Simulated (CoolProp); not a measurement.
A single-stage vapour-compression cycle with the fluid: evaporating at 291.15 K (dew point), condensing at 357.15 K (bubble point), superheat 2 K, subcooling 2 K, compressor efficiency 0.7, no pressure losses. The same conditions are run with several fluids, on thermodynamics alone (safety and materials aside).

The numbers come from the reference Helmholtz-energy equation of state of each fluid (n-perfluorobutane: Gao 2022; sulfur dioxide: Gao 2016; neopentane: Lemmon 2006; R123: Younglove 1994; tetrahydrofuran: Fiedler 2023; R236EA: Rui 2013) in CoolProp.

```
fluid              cooling COP  pressure ratio  discharge temperature (K)  refrigerating effect (kJ/kg)  volumetric capacity (kJ/m³)
-----------------  -----------  --------------  -------------------------  ----------------------------  ---------------------------
n-perfluorobutane        0.787            5.95                      357.1                          15.3                          344
sulfur dioxide            2.38            6.39                      472.7                           272                         2340
neopentane                1.94            5.90                      357.2                           154                          656
R123                      2.30            7.72                      368.7                           108                          490
tetrahydrofuran           2.59            11.2                      398.9                           336                          158
R236EA                    1.90            6.87                      357.1                          76.8                          816
```

The compression ends wet for: n-perfluorobutane; neopentane; R236EA.
